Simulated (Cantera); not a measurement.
## Diamond growth

A diamond (100) surface in a fixed gas of H2 with x(CH4) = 0.0084, x(H) = 0.00061, x(CH3) = 3.1e-05, at 1000 K; coverages are run to steady state.

Computed with Cantera and the Harris–Goodwin 1993 mechanism for the reconstructed diamond (100) surface.

```csv
P (Pa),growth (µm/h),θ c6HH,θ c6H*,θ c6*H,θ c6**,θ c6HM
490,0.0193,0.598,0.0179,0.367,0.00844,0.00625
760,0.0400,0.596,0.0179,0.366,0.00842,0.00854
1200,0.0823,0.594,0.0178,0.364,0.00839,0.0113
1800,0.150,0.592,0.0177,0.363,0.00835,0.0139
2800,0.277,0.589,0.0177,0.362,0.00832,0.0165
4400,0.497,0.588,0.0176,0.361,0.00829,0.0190
6800,0.842,0.586,0.0176,0.360,0.00827,0.0208
11000,1.46,0.585,0.0175,0.359,0.00825,0.0224
```
θ: site fractions in the mechanism's names (c6HH fully hydrogenated, c6H* and c6*H radical sites, c6** diradical, c6HM methylated).
